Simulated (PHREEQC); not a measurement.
## Acid rinse or clean with metal-bearing waste water

Solution A (0.0038 mol/kgw H2SO4, 0.0029 mol/kgw NaCl and 0.037 mol/kgw CuCl2) is mixed with solution B (0.0013 mol Al2(SO4)3, 0.00037 mol MgSO4 and 4.1e-05 mol NaCl per kg of water) at 25 °C; shares are by mass of water, 1 kg in all. Oxygen is held at 0.21 atm. CO2 from the air is kept out. Solids allowed: Brucite, Gibbsite, Cu(OH)2, Brochantite, Antlerite, Atacamite, Basaluminite, Halite, Mirabilite, Epsomite, Chalcanthite. Others were left out.

Model: ion-association model, wateq4f.dat, run in PHREEQC.

| share of solution B | pH | Gibbsite (mol) | Al in solution (mol/kgw) | Mg+2 (mol/kgw) | AlSO4+ (mol/kgw) |
|---|---|---|---|---|---|
| 0 | 2.23 | 0 | 0 | 0 | 0 |
| 0.05 | 2.25 | 0 | 0.000130 | 1.75e-5 | 4.01e-5 |
| 0.1 | 2.28 | 0 | 0.000260 | 3.49e-5 | 8.25e-5 |
| 0.15 | 2.30 | 0 | 0.000390 | 5.22e-5 | 0.000127 |
| 0.2 | 2.33 | 0 | 0.000520 | 6.94e-5 | 0.000175 |
| 0.25 | 2.36 | 0 | 0.000650 | 8.66e-5 | 0.000225 |
| 0.3 | 2.38 | 0 | 0.000780 | 0.000104 | 0.000279 |
| 0.35 | 2.42 | 0 | 0.000910 | 0.000120 | 0.000336 |
| 0.4 | 2.45 | 0 | 0.00104 | 0.000137 | 0.000397 |
| 0.45 | 2.49 | 0 | 0.00117 | 0.000154 | 0.000462 |
| 0.5 | 2.53 | 0 | 0.00130 | 0.000170 | 0.000532 |
| 0.55 | 2.57 | 0 | 0.00143 | 0.000186 | 0.000608 |
| 0.6 | 2.62 | 0 | 0.00156 | 0.000202 | 0.000690 |
| 0.65 | 2.68 | 0 | 0.00169 | 0.000218 | 0.000779 |
| 0.7 | 2.75 | 0 | 0.00182 | 0.000233 | 0.000876 |
| 0.75 | 2.83 | 0 | 0.00195 | 0.000247 | 0.000983 |
| 0.8 | 2.92 | 0 | 0.00208 | 0.000261 | 0.00110 |
| 0.85 | 3.04 | 0 | 0.00221 | 0.000273 | 0.00123 |
| 0.9 | 3.22 | 0 | 0.00234 | 0.000285 | 0.00138 |
| 0.95 | 3.50 | 0 | 0.00247 | 0.000293 | 0.00155 |
| 1 | 3.87 | 4.43e-5 | 0.00256 | 0.000297 | 0.00172 |

Gibbsite from share of solution B = 1 (pH 3.87).
